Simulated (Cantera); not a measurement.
An adiabatic, constant-volume homogeneous reactor starts with 3.77 % CH4, 0.604 % CO, 18.7 % O2, 70.2 % N2, 6.79 % H2O, at 1750 K and 1300000 Pa.

Model: GRI-Mech 3.0 (53 species, 325 reactions), integrated in Cantera. The pressure lies above the range GRI-Mech 3.0 was tuned for (to about 10 atm).

Q: Predict: time of steepest temperature rise; temperature at 2.00 s; equilibrium temperature; x(CO) at 2.00 s; x(O2) at 2.00 s; x(CO2) at 2.00 s.

A: 
| Item | Result |
|---|---|
| time of steepest temperature rise | 15.7 µs |
| temperature at 2.00 s | 2625 K |
| equilibrium temperature | 2625 K |
| x(CO) at 2.00 s | 0.00210 (gas-phase equilibrium 0.00210) |
| x(O2) at 2.00 s | 0.0972 (gas-phase equilibrium 0.0972) |
| x(CO2) at 2.00 s | 0.0416 (gas-phase equilibrium 0.0416) |
